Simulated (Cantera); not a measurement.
A freely propagating, adiabatic, planar premixed flame of C₃H₈ : O₂ : N₂ = 1 : 7.14 : 26.9 (molar parts), unburnt at 425 K and 13300 Pa; mixture-averaged transport, grid criteria slope 0.08 and curve 0.16, no radiation.

Computed with Cantera and GRI-Mech 3.0 (53 species, 325 reactions). GRI-Mech 3.0 was tuned for natural gas; its chemistry of propane as a main component is partial and can be far from experiment. Burning velocities carry a grid error of a few per cent, more on coarse grids.

**Question.** What does this change do: inlet temperature 425 to 575 K?

**Answer.** 
| quantity | before | after |
|---|---|---|
| laminar burning velocity | 85.6 cm/s | 150 cm/s |
| thermal thickness | 2.20 mm | 1.98 mm |
| peak x(CH₄) | 0.00138 | 0.00131 |
| peak x(O) | 0.00892 | 0.0108 |
| peak x(CO) | 0.0479 | 0.0510 |

**Question.** What does this change do: 0.88 parts H2O added?

**Answer.** 
```tsv
quantity	before	after
laminar burning velocity	85.6 cm/s	80.9 cm/s
thermal thickness	2.20 mm	2.30 mm
peak x(CH₄)	0.00138	0.00142
peak x(O)	0.00892	0.00773
peak x(CO)	0.0479	0.0457
```
